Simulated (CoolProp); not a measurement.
Vapour-liquid equilibrium of n-butane (1) + R245fa (2) at 317.7 K; x and y are mole fractions of (1).

Computed with CoolProp (multi-fluid Helmholtz-energy mixture model, Bücker 2006 and Akasaka 2015; pair parameters Bell 2016).

| x | bubble pressure, mixture model (MPa) | bubble pressure, Raoult's law (MPa) | y, mixture model | y, Raoult's law |
|---|---|---|---|---|
| 0.05 | 0.3547 | 0.2973 | 0.204 | 0.072 |
| 0.125 | 0.4254 | 0.3077 | 0.367 | 0.174 |
| 0.2 | 0.4722 | 0.3181 | 0.455 | 0.270 |
| 0.275 | 0.5022 | 0.3285 | 0.510 | 0.359 |
| 0.35 | 0.5209 | 0.3389 | 0.546 | 0.443 |
| 0.425 | 0.5323 | 0.3493 | 0.573 | 0.522 |
| 0.5 | 0.5392 | 0.3597 | 0.595 | 0.596 |
| 0.575 | 0.5428 | 0.3700 | 0.616 | 0.666 |
| 0.65 | 0.5436 | 0.3804 | 0.638 | 0.733 |
| 0.725 | 0.5407 | 0.3908 | 0.667 | 0.796 |
| 0.8 | 0.5317 | 0.4012 | 0.707 | 0.855 |
| 0.875 | 0.5118 | 0.4116 | 0.769 | 0.912 |
| 0.95 | 0.4725 | 0.4220 | 0.877 | 0.966 |

The largest gap from Raoult's law is +53.7 % in bubble pressure, at x = 0.35. y crosses x between x = 0.575 and 0.65: the model has an azeotrope there.

Pair parameters are fitted to limited data, so mixtures are less certain than the pure fluids. With so large a gap from Raoult's law the liquid may split in two, which this calculation doesn't test in full.
